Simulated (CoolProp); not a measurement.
Vapour-liquid equilibrium of CHF3 (R23) (1) + C2F6 (R116) (2) at 0.204 MPa; x and y are mole fractions of (1).

Computed with CoolProp (multi-fluid Helmholtz-energy mixture model, Penoncello 2003 and Lemmon 2006; pair parameters Bell 2016).

```csv
x,bubble temperature (°C),y at the bubble point,dew temperature at overall composition x (°C),liquid density (mol/L)
0.05,-67.5,0.180,-64.9,11.50
0.125,-70.7,0.335,-66.4,11.96
0.2,-72.5,0.422,-67.9,12.42
0.275,-73.5,0.475,-69.4,12.88
0.35,-74.1,0.510,-71.0,13.38
0.425,-74.4,0.537,-72.5,13.91
0.5,-74.5,0.558,-73.9,14.50
0.575,-74.6,0.579,-74.6,15.14
0.65,-74.5,0.601,-74.2,15.84
0.725,-74.3,0.631,-73.2,16.61
0.8,-73.9,0.673,-72.1,17.44
0.875,-73.0,0.742,-70.9,18.34
0.95,-71.1,0.863,-69.7,19.28
```

y crosses x between x = 0.575 and 0.65: the model has an azeotrope there.

Pair parameters are fitted to limited data, so mixtures are less certain than the pure fluids.
